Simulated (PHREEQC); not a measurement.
**Geothermal or formation water: an equilibrium model**

Model water analysis in mmol/kgw, 60 °C, pH 6.86, pe 9.3:

```
constituent                mmol/kgw
-------------------------  --------
Na                              312
K                              3.72
Ca                             18.3
Mg                             31.5
Cl                              423
S(6)                           4.32
Alkalinity (meq/kgw)          0.087
O(0) (counted as O atoms)     0.123
Sr                            0.229
```

Valence states are taken as typed.

Computed with PHREEQC (ion-association model, phreeqc.dat).

| Quantity | Value |
|---|---|
| ionic strength | 0.470 mol/kgw |
| activity of water | 0.987 |
| specific conductance | 69800 µS/cm |
| density | 1.000 g/cm³ |
| charge-balance error | -1.9 % |

```
species  molality  activity   log γ
-------  --------  --------  ------
Cl-         0.423     0.269  -0.196
Na+         0.311     0.218  -0.155
Mg+2       0.0301   0.00814  -0.568
Ca+2       0.0180   0.00432  -0.620
K+        0.00370   0.00233  -0.201
SO4-2     0.00188  0.000362  -0.716
```

This is a speciation only: nothing precipitates in the calculation. Constants without temperature data keep their 25 °C values here.
